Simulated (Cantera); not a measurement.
# Silicon nitride deposition: SiH4 + NH3 + H2

Charge: 1 mol SiH4, 2.6 mol NH3, a varied amount of H2, at 0.120 bar.

Method: chemical equilibrium by Gibbs-energy minimisation in Cantera with the NASA 1993 tables (ideal gas, pure condensed phases). Candidate condensed phases: Si, Si3N4; 18 gas species. Mutual solubility and eutectic melting of coexisting phases are not modelled. Rates play no part.

Stable condensed phases:

```
T in K \ n(H2) in mol
         2.3 3.2 4.5 6.2 8.6  12  17  23  33
   1823    A   A   A   B   B   B   B   B   B
   1723    C   C   C   C   C   C   C   C   A
   1623    C   C   C   C   C   C   C   C   C
   1523    C   C   C   C   C   C   C   C   C
   1423    C   C   C   C   C   C   C   C   C
   1323    C   C   C   C   C   C   C   C   C
   1223    C   C   C   C   C   C   C   C   C
   1123    C   C   C   C   C   C   C   C   C
   1023    C   C   C   C   C   C   C   C   C
    923    C   C   C   C   C   C   C   C   C
    823    C   C   C   C   C   C   C   C   C
```

A: Si + Si3N4; B: Si; C: Si3N4.
